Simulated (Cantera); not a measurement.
A closed system holds: 1 mol Si3N4, 0.12 mol O2, 1.5 mol H2, held at 33.0 Pa.

Equilibrium computed with Cantera from the NASA thermochemical tables; the gas is ideal and each condensed phase is pure. Candidate condensed phases: H2O, Si, SiO2, Si2N2O, Si3N4; 35 gas species. The tables' values for SiN are old estimates; treat these amounts as uncertain. Gases not in the tables: Si2H6 and higher silanes. Kinetics and transport are ignored.

Problem. At 1527 °C, list the 4 most abundant gas species with their mole fractions, and the condensed phases.

Solution. N2 0.526, H2 0.388, SiO 0.0631, H 0.0123. Condensed: Si(l).
